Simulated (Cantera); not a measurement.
An adiabatic, constant-pressure homogeneous reactor starts with 2.71 % C3H8, 17.4 % O2, 79.9 % N2, at 1423 K and 0.987 atm.

Model: GRI-Mech 3.0 (53 species, 325 reactions), integrated in Cantera. GRI-Mech 3.0 was tuned for natural gas; its chemistry of propane as a main component is partial and can be far from experiment.

x: mole fraction; the columns are a selection and need not sum to one.

```json
[
 {"t (s)": "2.00e-6", "T (K)": "1423", "x C3H8": "0.0270", "x O2": "0.174", "x NO2": "<1e-12", "x C2H6": "2.83e-8", "x O": "3.85e-7", "x HO2": "7.84e-6"},
 {"t (s)": "4.31e-6", "T (K)": "1422", "x C3H8": "0.0270", "x O2": "0.174", "x NO2": "<1e-12", "x C2H6": "3.70e-7", "x O": "6.04e-7", "x HO2": "2.41e-5"},
 {"t (s)": "9.28e-6", "T (K)": "1421", "x C3H8": "0.0268", "x O2": "0.174", "x NO2": "<1e-12", "x C2H6": "?", "x O": "?", "x HO2": "?"},
 {"t (s)": "2.00e-5", "T (K)": "1419", "x C3H8": "0.0262", "x O2": "0.173", "x NO2": "<1e-12", "x C2H6": "5.20e-5", "x O": "1.37e-6", "x HO2": "6.48e-5"},
 {"t (s)": "4.31e-5", "T (K)": "1418", "x C3H8": "0.0245", "x O2": "0.172", "x NO2": "<1e-12", "x C2H6": "0.000361", "x O": "1.92e-6", "x HO2": "5.33e-5"},
 {"t (s)": "9.28e-5", "T (K)": "1422", "x C3H8": "0.0204", "x O2": "0.170", "x NO2": "<1e-12", "x C2H6": "0.00120", "x O": "3.55e-6", "x HO2": "8.93e-5"},
 {"t (s)": "0.000200", "T (K)": "2070", "x C3H8": "<1e-12", "x O2": "0.0600", "x NO2": "1.52e-9", "x C2H6": "<1e-12", "x O": "0.0141", "x HO2": "8.35e-6"},
 {"t (s)": "0.000431", "T (K)": "2412", "x C3H8": "<1e-12", "x O2": "0.0453", "x NO2": "5.44e-8", "x C2H6": "<1e-12", "x O": "0.00834", "x HO2": "4.01e-6"},
 {"t (s)": "0.000928", "T (K)": "2543", "x C3H8": "<1e-12", "x O2": "0.0421", "x NO2": "2.98e-7", "x C2H6": "<1e-12", "x O": "0.00459", "x HO2": "4.55e-6"},
 {"t (s)": "0.00200", "T (K)": "2563", "x C3H8": "<1e-12", "x O2": "0.0410", "x NO2": "7.83e-7", "x C2H6": "<1e-12", "x O": "0.00401", "x HO2": "4.75e-6"},
 {"t (s)": "0.00431", "T (K)": "2560", "x C3H8": "<1e-12", "x O2": "0.0399", "x NO2": "1.61e-6", "x C2H6": "<1e-12", "x O": "0.00389", "x HO2": "4.63e-6"},
 {"t (s)": "0.00928", "T (K)": "2555", "x C3H8": "<1e-12", "x O2": "0.0384", "x NO2": "2.71e-6", "x C2H6": "<1e-12", "x O": "0.00373", "x HO2": "4.45e-6"},
 {"t (s)": "0.0200", "T (K)": "2552", "x C3H8": "<1e-12", "x O2": "0.0374", "x NO2": "3.50e-6", "x C2H6": "<1e-12", "x O": "0.00362", "x HO2": "4.33e-6"},
 {"t (s)": "0.0431", "T (K)": "2551", "x C3H8": "<1e-12", "x O2": "0.0371", "x NO2": "3.68e-6", "x C2H6": "<1e-12", "x O": "0.00360", "x HO2": "4.30e-6"},
 {"t (s)": "0.0928", "T (K)": "2551", "x C3H8": "<1e-12", "x O2": "0.0371", "x NO2": "3.68e-6", "x C2H6": "<1e-12", "x O": "0.00359", "x HO2": "4.30e-6"},
 {"t (s)": "0.200", "T (K)": "2551", "x C3H8": "<1e-12", "x O2": "0.0371", "x NO2": "3.68e-6", "x C2H6": "<1e-12", "x O": "0.00359", "x HO2": "4.30e-6"}
]
```

Question: Some entries are withheld; supply them.

Answer: 
- 9.28e-6, x C2H6: 4.72e-6
- 9.28e-6, x O: 8.40e-7
- 9.28e-6, x HO2: 5.35e-5
